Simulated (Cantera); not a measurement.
Input: 1 mol Si3H8, 4.7 mol HCl, 3.5 mol N2, at 0.100 bar.

Method: chemical equilibrium by Gibbs-energy minimisation in Cantera with the NASA 1993 tables (ideal gas, pure condensed phases). Candidate condensed phases: NH4Cl, Si, Si3N4; 28 gas species. The feed counts by its element totals alone. N2 is the only nitrogen source here; it is nearly inert below about 1500 K, so the nitride shown seldom forms there in practice. The tables' values for SiCl3 are old estimates; treat these amounts as uncertain. Rates play no part. All values below are at 975 K.

Base state: H2 0.460, HCl 0.339, N2 0.170, SiCl4 0.0315, SiHCl3 0.000244, SiCl3 1.43e-5 (mole fractions); condensed: Si3N4(s).

Q: What changes in the equilibrium state with this change: N2 from 3.5 to 17 mol?

A: 
```
species          before    after
-------------  --------  -------
N2                0.170    0.638
H2                0.460    0.181
HCl               0.339    0.175
SiCl4            0.0315  0.00595
SiHCl3         0.000244  3.52e-5
SiCl3           1.43e-5  3.27e-6
Si3N4(s), mol     0.893    0.953
```
